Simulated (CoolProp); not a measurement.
Vapour-liquid equilibrium of carbon dioxide (1) + R124 (2) at -36.05 °C; x and y are mole fractions of (1).

Computed with CoolProp (multi-fluid Helmholtz-energy mixture model, Span 1996 and de Vries 1995; pair parameters Bell 2016).

```tsv
x	bubble pressure (kPa)	y at the bubble point	dew pressure at overall composition x (kPa)	liquid density (mol/L)
0.05	90.37	0.648	34.38	11.66
0.2	246.6	0.883	40.74	12.85
0.35	393.7	0.936	?	14.25
0.5	545.9	0.962	64.50	?
0.65	711.7	0.978	90.92	?
0.8	894.8	0.989	153.6	20.53
0.95	1092	?	466.3	?
```

Q: Some entries are withheld; supply them.

A: 
- 0.35, dew pressure at overall composition x (kPa): 49.95
- 0.5, liquid density (mol/L): 15.94
- 0.65, liquid density (mol/L): 17.99
- 0.95, y at the bubble point: 0.998
- 0.95, liquid density (mol/L): 23.74

No azeotrope shows between x = 0.05 and 0.95.

Pair parameters are fitted to limited data, so mixtures are less certain than the pure fluids. The gap from Raoult's law changes sign with composition, which may be real or a fault of the pair parameters; it wasn't checked against measurements.
